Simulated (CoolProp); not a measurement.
Properties of R142b along the isobar 59.5 bar.

The numbers come from the reference Helmholtz-energy equation of state, Lemmon 2006 in CoolProp. It is a short technical equation, of lower accuracy than the large ones.

```
T (°C)          phase  density (kg/m³)  cv (kJ/(kg K))  speed of sound (m/s)  Joule-Thomson coefficient (K/MPa)  viscosity (µPa s)
------  -------------  ---------------  --------------  --------------------  ---------------------------------  -----------------
130.65         liquid            788.3           1.030                 266.6                              1.281               80.4
135.45         liquid            760.0           1.040                 243.6                              1.621               74.6
140.15  supercritical            728.2           1.051                 220.0                              2.081               68.7
144.85  supercritical            690.7           1.064                 195.4                              2.746               62.4
149.55  supercritical            644.6           1.079                 170.3                              3.747               55.7
154.35  supercritical            584.2           1.099                 146.5                              5.272               48.1
159.05  supercritical            511.8           1.117                 130.4                              7.104               40.5
163.75  supercritical            439.9           1.123                 124.4                              8.632               34.2
168.45  supercritical            383.5           1.118                 125.0                              9.437               30.2
173.25  supercritical            342.6           1.110                 128.2                              9.637               27.7
177.95  supercritical            313.7           1.102                 132.3                              9.509               26.1
182.65  supercritical            291.7           1.096                 136.5                              9.242               25.1
187.35  supercritical            274.4           1.091                 140.5                              8.920               24.3
192.15  supercritical            259.9           1.088                 144.5                              8.577               23.7
196.85  supercritical            248.0           1.086                 148.3                              8.245               23.3
```

Viscosity comes from a separate model (Huber 2003), an estimate that may be off by 10 % or more.
